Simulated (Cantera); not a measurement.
Feed: 1 mol SiH4, 0.021 mol C2H2, 2.9 mol H2, at 2350 °C.

Cantera equilibrium calculation (NASA polynomials, part measured and part estimated; ideal gas, pure solids and liquids). Candidate condensed phases: C, C6H6, C7H8, C8H18, Si, SiC; 87 gas species. Gases not in the tables: Si2H6 and higher silanes. Rates play no part.

### Question
At 3.20 mbar, list the 4 most abundant gas species with their mole fractions, and the condensed phases.

### Answer
H 0.471, H2 0.400, Si 0.125, SiC2 0.00202. Condensed: gas only.
